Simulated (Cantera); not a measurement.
Charge: 1 mol n-butane, 0.27 mol NH3, held at 2602 °C and 1.00 bar.

Equilibrium computed with Cantera from the NASA thermochemical tables; the gas is ideal and each condensed phase is pure. Candidate condensed phases: C, C6H6, C7H8, C8H18; 92 gas species. Rates play no part.

Base state: H2 0.833, H 0.0966, C2H2 (acetylene) 0.0355, HCN 0.0168, N2 0.0133, HNC 0.00286, C4H2 0.000630, C2H 0.000586 (mole fractions); condensed: C(graphite).

**Question.** What changes in the equilibrium state with this change: temperature from 2602 °C to 1325 °C?

**Answer.** 
| species | before | after |
|---|---|---|
| H2 | 0.833 | 0.974 |
| N2 | 0.0133 | 0.0242 |
| CH4 | 6.22e-5 | 0.00156 |
| H | 0.0966 | 5.26e-5 |
| C2H2 (acetylene) | 0.0355 | 2.63e-5 |
| HCN | 0.0168 | 0.000311 |
| C4H2 | 0.000630 | <1e-9 |
| C2H | 0.000586 | <1e-9 |
| CN | 0.000177 | <1e-9 |
| C2H2 (vinylidene) | 8.28e-5 | <1e-9 |
| C3 | 7.75e-5 | <1e-9 |
| C(graphite), mol | 3.45 | 3.99 |

**Question.** What changes in the equilibrium state with this change: pressure from 1.00 bar to 1.70 mbar?

**Answer.** 
```
species            before    after
----------------  -------  -------
H                  0.0966    0.813
H2                  0.833    0.100
C3                7.75e-5   0.0456
C2H2 (acetylene)   0.0355  0.00428
HCN                0.0168  0.00465
N2                 0.0133  0.00845
CH4               6.22e-5  1.54e-9
C                 1.46e-5  0.00861
C(graphite), mol     3.45     2.06
```
